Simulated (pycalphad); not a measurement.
An equivalent pycalphad script:

```python
from pycalphad import Database, equilibrium, calculate, variables as v
import numpy as np
db = Database('COST507.tdb')
comps = ['SI', 'AL', 'VA']
phases = ['DIAMOND_A4', 'FCC_A1', 'LIQUID']
eq = equilibrium(db, comps, phases, {v.X('AL'): 0.0006, v.T: np.arange(1850, 499, -75), v.P: 101325, v.N: 1}, output=['HM', 'SM'])
```

CALPHAD calculation (pycalphad, COST 507 light-alloy database (1999)), 1 atm. The data set is of 1999 and partly superseded. Amounts are mole fractions of atoms.

Results at three of the temperatures:

```
T = 1850.00 K, P = 101325 Pa, N = 1 mol of atoms
G = -83445 J/mol, H = 90660 J/mol, S = 94.11 J/(mol K)  (SER reference)
chemical potentials (J/mol): Si -83351, Al -238858
phase             fraction      x(Si)      x(Al)
LIQUID              1.0000     0.9994     0.0006
```

```
T = 1400.00 K, P = 101325 Pa, N = 1 mol of atoms
G = -51245 J/mol, H = 27872 J/mol, S = 56.51 J/(mol K)  (SER reference)
chemical potentials (J/mol): Si -51223, Al -88800
phase             fraction      x(Si)      x(Al)
DIAMOND_A4          0.9988     0.9999   9.07e-05
LIQUID              0.0012     0.5655     0.4345
```

```
T = 950.00 K, P = 101325 Pa, N = 1 mol of atoms
G = -28057 J/mol, H = 15646 J/mol, S = 46.00 J/(mol K)  (SER reference)
chemical potentials (J/mol): Si -28049, Al -41067
phase             fraction      x(Si)      x(Al)
DIAMOND_A4          0.9993     1.0000    3.7e-06
LIQUID              0.0007     0.1854     0.8146
```

Changes of the phase set, refined by bisection:

```
T (K)          phases above         phases below
------  -------------------  -------------------
1686.7               LIQUID  DIAMOND_A4 + LIQUID
850.1   DIAMOND_A4 + LIQUID  DIAMOND_A4 + FCC_A1
```

FCC_A1 is fcc; DIAMOND_A4 is diamond (Si).
